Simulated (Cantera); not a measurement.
A perfectly stirred reactor is fed with CH₄ : H₂ = 1 : 2.4 (molar parts), at 750 Torr; it is held at 1873 K, and followed from long to short residence time.

Cantera simulation using GRI-Mech 3.0 (53 species, 325 reactions); the numbers are that mechanism's predictions, not measurements. GRI-Mech 3.0 stops at C3 and has no aromatics, soot or wall deposition, so with more carbon than oxygen in the feed, carbon stays in small species such as C2H2 where larger ones or solid carbon would form.

Q: What does this change do: temperature 1873 to 1825 K?

A: 
```tsv
quantity	before	after
x(CH₄) at τ = 2.20 s	0.0113	0.0157
x(H₂) at τ = 2.20 s	0.879	0.876
x(C₂H₂) at τ = 2.20 s	0.108	0.106
x(CH₂) at τ = 2.20 s	1.27e-7	7.98e-8
x(H) at τ = 2.20 s	0.000607	0.000413
x(CH₄) at τ = 12.0 ms	0.0816	0.110
x(H₂) at τ = 12.0 ms	0.835	0.818
x(C₂H₂) at τ = 12.0 ms	0.0803	0.0690
x(CH₂) at τ = 12.0 ms	6.87e-7	4.06e-7
x(H) at τ = 12.0 ms	0.000541	0.000355
```

Q: What does this change do: pressure from 750 Torr to 10.00 Torr?

A: 
```json
[
 {"quantity": "x(CH₄) at τ = 2.20 s", "before": "0.0113", "after": "0.0119"},
 {"quantity": "x(H₂) at τ = 2.20 s", "before": "0.879", "after": "0.875"},
 {"quantity": "x(C₂H₂) at τ = 2.20 s", "before": "0.108", "after": "0.108"},
 {"quantity": "x(CH₂) at τ = 2.20 s", "before": "1.27e-7", "after": "3.82e-6"},
 {"quantity": "x(H) at τ = 2.20 s", "before": "0.000607", "after": "0.00354"},
 {"quantity": "x(CH₄) at τ = 12.0 ms", "before": "0.0816", "after": "0.197"},
 {"quantity": "x(H₂) at τ = 12.0 ms", "before": "0.835", "after": "0.760"},
 {"quantity": "x(C₂H₂) at τ = 12.0 ms", "before": "0.0803", "after": "0.0309"},
 {"quantity": "x(CH₂) at τ = 12.0 ms", "before": "6.87e-7", "after": "8.58e-6"},
 {"quantity": "x(H) at τ = 12.0 ms", "before": "0.000541", "after": "0.00148"}
]
```
Radical loss at walls, strong at low pressure, is not modelled.
